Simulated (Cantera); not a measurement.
## Premixed flame

A freely propagating, adiabatic, planar premixed flame of H2 : O2 : N2 : H2O = 1 : 0.769 : 2.38 : 0.025 (molar parts), equivalence ratio 0.65, unburnt at 375 K and 760 Torr; mixture-averaged transport, grid criteria slope 0.08 and curve 0.16, no radiation.

Computed with Cantera and the H2/O2 subset of GRI-Mech 3.0, which has no nitrogen chemistry. Burning velocities carry a grid error of a few per cent, more on coarse grids. Lean hydrogen flames are cellular in practice and burn faster than this planar one.

```csv
z (mm),T (K),u (m/s),x H2,x O2,x H,x H2O,x O,x HO2
-0.995,375,2.24,0.240,0.184,<1e-8,0.00599,<1e-8,<1e-8
-0.663,375,2.24,0.239,0.184,<1e-8,0.00599,<1e-8,<1e-8
-0.497,375,2.23,0.239,0.184,<1e-8,0.00599,<1e-8,3.89e-8
-0.332,376,2.23,0.237,0.185,<1e-8,0.00603,2.91e-8,9.03e-7
-0.166,420,2.44,0.216,0.189,6.27e-6,0.00849,3.17e-6,0.000191
-0.0829,711,3.98,0.168,0.184,0.00183,0.0381,0.000213,0.000369
0,1132,6.17,0.0989,0.152,0.0118,0.111,0.00314,0.000158
0.0829,1431,7.75,0.0434,0.109,0.0201,0.186,0.00882,8.66e-5
0.166,1600,8.63,0.0221,0.0873,0.0193,0.220,0.0112,5.70e-5
0.332,1768,9.48,0.0141,0.0785,0.0127,0.237,0.00998,3.64e-5
0.663,1913,10.2,0.00983,0.0756,0.00630,0.249,0.00669,2.15e-5
1.33,2020,10.7,0.00562,0.0744,0.00240,0.259,0.00367,1.14e-5
2.65,2084,11.0,0.00263,0.0743,0.000722,0.266,0.00169,5.93e-6
```
x: mole fraction of selected species; z is measured from the peak of heat release.

```
Quantity                     Value
------------------------  --------
laminar burning velocity  224 cm/s
thermal thickness         0.332 mm
peak x(H)                   0.0206
peak x(O)                   0.0113
peak x(HO2)               0.000486
grid points                    111
```
